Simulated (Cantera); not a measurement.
## Equilibrium for hydrogen reduction and annealing atmospheres: Cu₂O + H₂ + H₂O

Feed: 1 mol Cu₂O, a varied amount of H₂, 0.053 mol H₂O, equilibrated at 1625 K and 15.0 mbar.

These are equilibrium values from Cantera (NASA tables, ideal gas, pure condensed phases), not measurements of a reactor. Candidate condensed phases: Cu, CuO, Cu(OH)₂, Cu₂O, H₂O; 12 gas species. The numbers say what is thermodynamically allowed, not how fast it happens.

From 50 mol H₂ to 360 mol H₂ the condensed part is Cu(l). From 590 mol H₂ to 2600 mol H₂ nothing is condensed. The main Cu-bearing gas is Cu throughout.

| n(H₂) (mol) | x H₂ | x H₂O | x Cu | x H | x Cu₂ | n Cu(l) |
|---|---|---|---|---|---|---|
| 50 | 0.975 | 0.0210 | 0.00381 | 0.000569 | 3.13e-6 | 1.81 |
| 82 | 0.983 | 0.0128 | 0.00381 | 0.000571 | 3.13e-6 | 1.69 |
| 130 | 0.988 | 0.00806 | 0.00381 | 0.000572 | 3.13e-6 | 1.50 |
| 220 | 0.991 | 0.00477 | 0.00381 | 0.000573 | 3.13e-6 | 1.16 |
| 360 | 0.993 | 0.00291 | 0.00381 | 0.000574 | 3.13e-6 | 0.620 |
| 590 | 0.994 | 0.00178 | 0.00337 | 0.000574 | 2.45e-6 | 0 |
| 960 | 0.996 | 0.00109 | 0.00208 | 0.000575 | 9.30e-7 | 0 |
| 1600 | 0.998 | 0.000657 | 0.00125 | 0.000575 | 3.36e-7 | 0 |
| 2600 | 0.998 | 0.000405 | 0.000768 | 0.000576 | 1.27e-7 | 0 |
x: gas mole fraction; n: condensed amount in mol.
